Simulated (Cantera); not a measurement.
A closed system holds: 1 mol Ta2O5, a varied amount of H2, held at 0.0530 bar.

Cantera equilibrium calculation (NASA polynomials, part measured and part estimated; ideal gas, pure solids and liquids). Candidate condensed phases: H2O, Ta, Ta2O5; 12 gas species. Mutual solubility and eutectic melting of coexisting phases are not modelled. Condensed phases not in the tables: N, O or C dissolved in the metal. Kinetics and transport are ignored.

What condenses at these points (T in °C, n(H2) in mol): (1277, 2.2); (1677, 240); (1377, 18); (1627, 11); (1177, 240)?


```
T (°C)  n(H2) in mol  condensed phases  Ta condensed (%)
------  ------------  ----------------  ----------------
1277             2.2             Ta2O5             100.0
1677             240        Ta + Ta2O5              99.9
1377              18        Ta + Ta2O5             100.0
1627              11        Ta + Ta2O5             100.0
1177             240        Ta + Ta2O5             100.0
```
